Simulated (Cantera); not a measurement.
A Cantera script and what it prints.

```python
import numpy as np
import cantera as ct

gas_names = """
    B BH BH2 BH3 BN BO BO2 B2 B2O B2O2 B2O3 B3O3H3 H HBO HBO2 HNO HNO2 HNO3 HO2 H2 H2O H2O2 H3B3O6 N NH
    NH2 NH3 NH2OH NO NO2 NO3 N2 N2H2 N2H4 N2O O OH O2 O3
""".split()
cond_names = """
    B(b) B(L) BN(s) B2O3(L) B3O3H3(cr) H2O(s) H2O(L)
""".split()


def load(file, names, dense=False):
    # The tables refer to 1 bar. Condensed volumes are neglected.
    table = {s.name: s for s in ct.Species.list_from_file(file)}
    out = []
    for n in names:
        d = dict(table[n].input_data)
        d["thermo"] = dict(d["thermo"], **{"reference-pressure": 1e5})
        if dense:
            d["equation-of-state"] = {"model": "constant-volume", "density": "1e6 g/cm^3"}
        out.append(ct.Species.from_dict(d))
    return out


gas = ct.Solution(thermo="ideal-gas", species=load("nasa_gas.yaml", gas_names))
cond = {s.name: ct.Solution(thermo="fixed-stoichiometry", species=[s], name=s.name)
        for s in load("nasa_condensed.yaml", cond_names, dense=True)}
atoms = {
    'B2O3': {'B': 2, 'O': 3},
    'H2': {'H': 2},
    'N2': {'N': 2},
}
top_T = {'BN(s)': 3200}  # K; cautious upper limits of use, not melting points


def equilibrate(T, P, feed):
    n = {}
    for name, mol in feed.items():
        for a, k in atoms[name].items():
            n[a] = n.get(a, 0.0) + k * mol
    gas.TPX = T, P, n
    mass = sum(n.values()) * gas.mean_molecular_weight
    gas.equilibrate("TP")
    valid = [c for c in cond.values() if c.min_temp <= T <= top_T.get(c.name, c.max_temp)]
    mix = ct.Mixture([(gas, mass / gas.mean_molecular_weight)] + [(c, 0.0) for c in valid])
    mix.T, mix.P = T, P
    mix.equilibrate("TP", solver="vcs", rtol=1e-11, max_steps=5000)
    return mix


results = []
T = 2025  # K
P = 13332.2  # Pa
for m in [4, 5.7, 8, 11, 16, 22, 32, 45]:
    feed = {'B2O3': 1, 'H2': m, 'N2': 5.4}  # mol
    mix = equilibrate(T, P, feed)
    results.append((T, P, feed, dict(zip(mix.species_names, mix.species_moles))))
    x = sorted(zip(gas.X, gas.species_names), reverse=True)
    print(f"T = {T:g} K  P = {P:g} Pa  n(H2) = {m:g} mol  gas = {mix.phase_moles(0):.4g} mol")
    print("   x: " + "  ".join(f"{s} {v:.3e}" for v, s in x if v > 0.001))
    print("   condensed (mol): " + ("  ".join(f"{mix.phase(i).name} {mix.phase_moles(i):.4g}"
          for i in range(1, mix.n_phases) if mix.phase_moles(i) > 1e-12) or "none"))
```

Result:

```
T = 2025 K  P = 13332.2 Pa  n(H2) = 4 mol  gas = 10.43 mol
   x: N2 5.175e-01  H2 3.460e-01  B2O3 5.510e-02  HBO2 3.786e-02  HBO 2.806e-02  B2O2 5.971e-03  BO 3.563e-03  H 3.100e-03  H2O 2.826e-03
   condensed (mol): none
T = 2025 K  P = 13332.2 Pa  n(H2) = 5.7 mol  gas = 12.14 mol
   x: N2 4.448e-01  H2 4.321e-01  B2O3 4.318e-02  HBO2 3.591e-02  HBO 2.895e-02  B2O2 5.092e-03  H 3.465e-03  BO 3.291e-03  H2O 3.243e-03
   condensed (mol): none
T = 2025 K  P = 13332.2 Pa  n(H2) = 8 mol  gas = 14.45 mol
   x: H2 5.174e-01  N2 3.737e-01  HBO2 3.286e-02  B2O3 3.273e-02  HBO 2.872e-02  B2O2 4.183e-03  H 3.791e-03  H2O 3.584e-03  BO 2.982e-03
   condensed (mol): none
T = 2025 K  P = 13332.2 Pa  n(H2) = 11 mol  gas = 17.46 mol
   x: H2 5.958e-01  N2 3.093e-01  HBO2 2.921e-02  HBO 2.754e-02  B2O3 2.422e-02  H 4.069e-03  H2O 3.825e-03  B2O2 3.340e-03  BO 2.665e-03
   condensed (mol): none
T = 2025 K  P = 13332.2 Pa  n(H2) = 16 mol  gas = 22.47 mol
   x: H2 6.810e-01  N2 2.403e-01  HBO 2.517e-02  HBO2 2.434e-02  B2O3 1.615e-02  H 4.350e-03  H2O 3.986e-03  B2O2 2.442e-03  BO 2.279e-03
   condensed (mol): none
T = 2025 K  P = 13332.2 Pa  n(H2) = 22 mol  gas = 28.49 mol
   x: H2 7.445e-01  N2 1.895e-01  HBO 2.260e-02  HBO2 2.011e-02  B2O3 1.095e-02  H 4.548e-03  H2O 4.011e-03  BO 1.956e-03  B2O2 1.800e-03
   condensed (mol): none
T = 2025 K  P = 13332.2 Pa  n(H2) = 32 mol  gas = 38.52 mol
   x: H2 8.071e-01  N2 1.402e-01  HBO 1.926e-02  HBO2 1.543e-02  B2O3 6.605e-03  H 4.735e-03  H2O 3.914e-03  BO 1.601e-03  B2O2 1.206e-03
   condensed (mol): none
T = 2025 K  P = 13332.2 Pa  n(H2) = 45 mol  gas = 51.56 mol
   x: H2 8.527e-01  N2 1.047e-01  HBO 1.620e-02  HBO2 1.168e-02  H 4.867e-03  B2O3 3.984e-03  H2O 3.720e-03  BO 1.311e-03
   condensed (mol): none
```

Method: chemical equilibrium by Gibbs-energy minimisation in Cantera with the NASA 1993 tables (ideal gas, pure condensed phases).
